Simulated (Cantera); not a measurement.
Feed: 1 mol SiH2Cl2, 13 mol N2, 0.54 mol H2, held at 970 Pa.

Equilibrium computed with Cantera from the NASA thermochemical tables; the gas is ideal and each condensed phase is pure. Candidate condensed phases: NH4Cl, Si, Si3N4; 28 gas species. N2 is the only nitrogen source here; it is nearly inert below about 1500 K, so the nitride shown seldom forms there in practice. The tables' values for SiCl3 are old estimates; treat these amounts as uncertain. Rates play no part. All values below are at 900 °C.

Base state: N2 0.833, HCl 0.118, H2 0.0447, SiCl4 0.00394, SiCl3 0.000193, SiCl2 9.28e-5, SiHCl3 3.48e-5 (mole fractions); condensed: Si3N4(s).

Problem. What changes in the equilibrium state with this change: N2 from 13 to 2 mol?

Solution. 
```
species          before     after
-------------  --------  --------
HCl               0.118     0.382
N2                0.833     0.372
H2               0.0447     0.210
SiCl4           0.00394    0.0336
SiHCl3          3.48e-5  0.000430
SiCl3          0.000193   0.00110
Si3N4(s), mol     0.312     0.288
```
